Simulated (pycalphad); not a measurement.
All values are pycalphad results on the COST 507 light-alloy database (1999) (1 atm), not direct measurements. The database dates from 1999; later assessments differ in places, in temperatures and in the compounds included. Phase fractions are per mole of atoms.

### Question
Give the equilibrium state of Al-10.7Fe-6.87Si (at.%) at 1100 K.

### Answer
liquid, fraction 0.711, with 5.3 Fe, 9.0 Si at.%; AL13FE4, fraction 0.289, with 23.9 Fe, 1.6 Si at.%.

### Question
Give the equilibrium state of Al-10.7Fe-6.87Si (at.%) at 950 K.

### Answer
ALFESI_ALPHA, fraction 0.522, with 19.0 Fe, 7.8 Si at.%; liquid, fraction 0.478, with 1.6 Fe, 5.9 Si at.%.

Database names, with the compositions (at.%) that they take in these runs: AL13FE4: Al 74 Fe 24 Si 1; ALFESI_ALPHA: Al 71-73 Fe 19 Si 8-10.
